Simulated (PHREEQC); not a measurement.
A solution holds 3 mol KOH, 0.003 mol Na2B4O7 and 5.4 mol NaCl per kg of water, at 25 °C. Closed to the air; pH follows from the charge balance.

Equilibrium calculation in PHREEQC: Pitzer model, pitzer.dat.

| quantity | before | after |
|---|---|---|
| pH | 14.71 | 12.37 |
| B(OH)3 (mol/kgw) | 2.31e-8 | 6.81e-8 |
| SI of Halite (NaCl) | -0.15 | -4.33 |
| SI of Sylvite (KCl) | +0.18 | -3.90 |

Problem. Which change was made?
A. temperature from 25 to 10 °C
B. diluted 100-fold with water
C. 0.02 mol/kgw Ca(OH)2 added
D. diluted 10-fold with water

Solution. B, diluted 100-fold with water

Precipitation was switched off in this run. Some of these states are supersaturated (in Sylvite, for instance). In brines, pH and single-ion activities rest on the MacInnes convention.
